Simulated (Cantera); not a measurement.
Mixture: C3H8 : O2 : N2 : CO2 = 1 : 6.1 : 31.1 : 2.3 (molar parts), at 2.10 bar, adiabatic and at constant volume. Ignition delay is the time to a rise of 400 K.

Detailed kinetics in Cantera: GRI-Mech 3.0 (53 species, 325 reactions). GRI-Mech 3.0 was tuned for natural gas; its chemistry of propane as a main component is partial and can be far from experiment.

Problem. Predict: delay at 1200 K; delay at 1400 K; delay at 1600 K; delay at 1800 K; delay at 2000 K; apparent activation energy between 1900 and 2100 K.

Solution. 
```
Property                                                Value
--------------------------------------------------  ---------
delay at 1200 K                                       5.15 ms
delay at 1400 K                                      0.179 ms
delay at 1600 K                                       23.4 µs
delay at 1800 K                                       7.41 µs
delay at 2000 K                                       3.76 µs
apparent activation energy between 1900 and 2100 K  90 kJ/mol
```
